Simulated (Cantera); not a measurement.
An isothermal, constant-pressure homogeneous reactor starts with NO : N2 = 1 : 3 (molar parts), at 2000 K and 0.200 bar.

Computed with Cantera and GRI-Mech 3.0 (53 species, 325 reactions).

x: mole fraction; the columns are a selection and need not sum to one.

```json
[
 {"t (s)": "0.000500", "x NO": "0.250", "x NO2": "9.60e-7", "x N2O": "6.43e-6", "x O": "7.11e-6", "x N2": "0.750"},
 {"t (s)": "0.00172", "x NO": "0.250", "x NO2": "5.76e-6", "x N2O": "1.68e-5", "x O": "2.66e-5", "x N2": "0.750"},
 {"t (s)": "0.00595", "x NO": "0.250", "x NO2": "2.02e-5", "x N2O": "2.73e-5", "x O": "8.46e-5", "x N2": "0.750"},
 {"t (s)": "0.0205", "x NO": "0.249", "x NO2": "___", "x N2O": "2.80e-5", "x O": "___", "x N2": "0.750"},
 {"t (s)": "0.0707", "x NO": "0.247", "x NO2": "2.94e-5", "x N2O": "2.74e-5", "x O": "0.000122", "x N2": "0.752"},
 {"t (s)": "0.244", "x NO": "0.239", "x NO2": "___", "x N2O": "2.53e-5", "x O": "___", "x N2": "0.756"},
 {"t (s)": "0.841", "x NO": "0.209", "x NO2": "5.26e-5", "x N2O": "1.88e-5", "x O": "0.000238", "x N2": "0.770"},
 {"t (s)": "2.90", "x NO": "0.123", "x NO2": "5.22e-5", "x N2O": "6.20e-6", "x O": "0.000388", "x N2": "0.813"},
 {"t (s)": "10.0", "x NO": "0.0229", "x NO2": "1.30e-5", "x N2O": "3.46e-7", "x O": "0.000508", "x N2": "0.863"}
]
```

Q: Fill in the missing entries.

A: 
- 0.0205, x NO2: 2.65e-5
- 0.0205, x O: 0.000111
- 0.244, x NO2: 3.74e-5
- 0.244, x O: 0.000155
